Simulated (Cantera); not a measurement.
Input: 1 mol CH2F2, 0.4 mol HCl, a varied amount of H2, equilibrated at 675 K and 33.0 mbar.

These are equilibrium values from Cantera (NASA tables, ideal gas, pure condensed phases), not measurements of a reactor. Candidate condensed phases: C, C6H6, C7H8, C8H18; 118 gas species. Kinetics and transport are ignored.

Problem. At 0.31 mol H2, list the 4 most abundant gas species with their mole fractions, and the condensed phases.

Solution. HF 0.742, HCl 0.148, H2 0.104, CH4 0.00526. Condensed: C(graphite).
